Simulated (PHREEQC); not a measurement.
A solution holds 3.4 mol/kgw LiBr, 0.57 mol/kgw Na2SO4 and 0.396 mol/kgw MgCl2, at 25 °C. Closed to the air; pH follows from the charge balance.

Computed with PHREEQC (Pitzer model, pitzer.dat).

Question: The ionic strength comes out as 6.30 mol/kgw. What activity coefficients do Li+, Cl-, Br-, Na+, Mg+2 get?

Answer: Li+ 5.8, Cl- 0.62, Br- 0.81, Na+ 2.6, Mg+2 8.8. Single-ion values are on the MacInnes scale.

No solid was allowed to form. Species that the database lacks are ignored.
